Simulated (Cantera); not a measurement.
An isothermal, constant-pressure homogeneous reactor starts with NO : N₂ = 0.27 : 0.12 (molar parts), at 2125 K and 3800 Pa.

Model: GRI-Mech 3.0 (53 species, 325 reactions), integrated in Cantera. Radical loss at walls, strong at low pressure, is not modelled.

x: mole fraction; the columns are a selection and need not sum to one.

```json
[
 {"t (s)": "4.00e-6", "x NO": "0.692", "x O": "1.99e-7", "x N₂": "0.308", "x N₂O": "1.99e-7", "x NO₂": "2.74e-11"},
 {"t (s)": "1.82e-5", "x NO": "0.692", "x O": "9.07e-7", "x N₂": "0.308", "x N₂O": "9.04e-7", "x NO₂": "5.71e-10"},
 {"t (s)": "8.30e-5", "x NO": "0.692", "x O": "4.15e-6", "x N₂": "0.308", "x N₂O": "4.09e-6", "x NO₂": "1.15e-8"},
 {"t (s)": "0.000378", "x NO": "0.692", "x O": "1.93e-5", "x N₂": "0.308", "x N₂O": "1.81e-5", "x NO₂": "2.11e-7"},
 {"t (s)": "0.00172", "x NO": "0.692", "x O": "9.58e-5", "x N₂": "0.308", "x N₂O": "7.19e-5", "x NO₂": "2.79e-6"},
 {"t (s)": "0.00784", "x NO": "0.691", "x O": "0.000509", "x N₂": "0.308", "x N₂O": "0.000184", "x NO₂": "1.80e-5"},
 {"t (s)": "0.0357", "x NO": "0.684", "x O": "(withheld)", "x N₂": "0.311", "x N₂O": "0.000184", "x NO₂": "(withheld)"},
 {"t (s)": "0.163", "x NO": "0.648", "x O": "0.00174", "x N₂": "0.329", "x N₂O": "0.000151", "x NO₂": "5.88e-5"},
 {"t (s)": "0.741", "x NO": "(withheld)", "x O": "(withheld)", "x N₂": "(withheld)", "x N₂O": "(withheld)", "x NO₂": "(withheld)"},
 {"t (s)": "3.37", "x NO": "0.0735", "x O": "0.00473", "x N₂": "0.616", "x N₂O": "1.36e-6", "x NO₂": "2.44e-5"},
 {"t (s)": "15.4", "x NO": "0.0125", "x O": "0.00494", "x N₂": "0.646", "x N₂O": "1.22e-7", "x NO₂": "4.37e-6"},
 {"t (s)": "70.0", "x NO": "0.0122", "x O": "0.00494", "x N₂": "0.646", "x N₂O": "1.20e-7", "x NO₂": "4.25e-6"}
]
```

Task: Complete the blanks.

Result: 
- 0.0357, x O: 0.00127
- 0.0357, x NO₂: 3.78e-5
- 0.741, x NO: 0.463
- 0.741, x O: 0.00306
- 0.741, x N₂: 0.421
- 0.741, x N₂O: 6.28e-5
- 0.741, x NO₂: 9.16e-5
